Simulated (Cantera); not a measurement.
A perfectly stirred reactor is fed with 6.84 % C3H8, 22.8 % O2, 70.4 % N2, equivalence ratio 1.5, at 760 Torr; it is adiabatic with a 525 K inlet, and is followed from long to short residence time, starting on the burning branch (τ in s: 0.11, 0.041, 0.015, 0.0057, 0.0021, 0.00078, 0.00029, 0.00011, 4e-05).

Model: GRI-Mech 3.0 (53 species, 325 reactions), integrated in Cantera. GRI-Mech 3.0 was tuned for natural gas; its chemistry of propane as a main component is partial and can be far from experiment.

Q: Predict: blow-out, bracketed by the residence times tried; x(C3H8) at τ = 0.110 s; x(O2) at τ = 0.110 s; x(CO) at τ = 0.110 s; x(NO) at τ = 0.110 s; x(C2H) at τ = 0.110 s; x(C3H8) at τ = 2.10 ms; x(O2) at τ = 2.10 ms; x(CO) at τ = 2.10 ms; x(NO) at τ = 2.10 ms; x(C2H) at τ = 2.10 ms.

A: 
- blow-out, bracketed by the residence times tried = burning at 0.110 ms, out at 40.0 µs
- x(C3H8) at τ = 0.110 s = 1.66e-7
- x(O2) at τ = 0.110 s = 6.74e-5
- x(CO) at τ = 0.110 s = 0.122
- x(NO) at τ = 0.110 s = 0.000305
- x(C2H) at τ = 0.110 s = 4.36e-8
- x(C3H8) at τ = 2.10 ms = 5.28e-6
- x(O2) at τ = 2.10 ms = 0.000846
- x(CO) at τ = 2.10 ms = 0.121
- x(NO) at τ = 2.10 ms = 0.000422
- x(C2H) at τ = 2.10 ms = 8.67e-7
